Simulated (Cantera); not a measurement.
A closed system holds: 1 mol FeS, 0.53 mol O2, 0.91 mol CO2, held at 1425 K and 6.80 bar.

Method: chemical equilibrium by Gibbs-energy minimisation in Cantera with the NASA 1993 tables (ideal gas, pure condensed phases). Candidate condensed phases: C, Fe, Fe(CO)5, FeO, FeS, FeSO4, FeS2, Fe2O3, Fe2(SO4)3, Fe3O4, S; 25 gas species. Mutual solubility and eutectic melting of coexisting phases are not modelled. FeS: taken at fixed stoichiometry. Kinetics and transport are ignored.

Base state: CO2 0.703, SO2 0.243, CO 0.0268, S2 0.0222, S2O 0.00232, COS 0.00182, SO 0.000607 (mole fractions); condensed: FeS(s) + Fe3O4(s).

**Question.** What changes in the equilibrium state with this change: temperature from 1425 K to 1123.15 K?

**Answer.** 
```json
[
 {"species": "CO2", "before": "0.703", "after": "0.736"},
 {"species": "SO2", "before": "0.243", "after": "0.250"},
 {"species": "S2", "before": "0.0222", "after": "0.00930"},
 {"species": "CO", "before": "0.0268", "after": "0.00226"},
 {"species": "SO", "before": "0.000607", "after": "3.15e-5"},
 {"species": "COS", "before": "0.00182", "after": "0.000745"},
 {"species": "S2O", "before": "0.00232", "after": "0.00134"},
 {"species": "FeS(s), mol", "before": "0.634", "after": "0.665"},
 {"species": "Fe3O4(s), mol", "before": "0.122", "after": "0.112"}
]
```
Gases not in the tables: S3 to S7.

**Question.** What changes in the equilibrium state with this change: temperature from 1425 K to 1473 K?

**Answer.** 
```csv
species,before,after
CO2,0.703,0.688
SO2,0.243,0.247
CO,0.0268,0.0350
S2,0.0222,0.0245
SO,0.000607,0.000876
COS,0.00182,0.00196
S2O,0.00232,0.00250
"FeS(s), mol",0.634,0
"Fe3O4(s), mol",0.122,0.0987
"FeO(s), mol",0,0.0858
"FeS(l), mol",0,0.618
```
Metal and sulfide melt together well below either melting point, which pure phases cannot show. The tables' stoichiometric FeO is somewhat more stable than real wüstite, so its field is too wide. FeO, FeS: taken at fixed stoichiometry.
